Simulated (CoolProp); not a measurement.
A single-stage vapour-compression cycle with fluoroethane (R161): evaporating at 326.15 K (dew point), condensing at 362.15 K (bubble point), superheat 0 K, subcooling 5 K, compressor efficiency 0.9, no pressure losses. Each further row changes one setting.

Model: reference Helmholtz-energy equation of state, Wu 2012, in CoolProp.

```tsv
case	cooling COP	pressure ratio	discharge temperature (K)	refrigerating effect (kJ/kg)	volumetric capacity (kJ/m³)
as stated	5.90	2.11	374.7	200	9010
evaporating temperature 331.15 K	?	1.88	373.0	201	10300
condensing temperature 357.15 K	7.26	?	?	215	9670
subcooling 10 K	6.37	2.11	374.7	?	9730
superheat 10 K	5.95	2.11	?	220	9130
compressor efficiency 0.8	5.25	2.11	376.2	200	9010
```

Q: Some entries are withheld; supply them.

A: 
- evaporating temperature 331.15 K, cooling COP: 7.11
- condensing temperature 357.15 K, pressure ratio: 1.91
- condensing temperature 357.15 K, discharge temperature (K): 368.1
- subcooling 10 K, refrigerating effect (kJ/kg): 216
- superheat 10 K, discharge temperature (K): 383.3
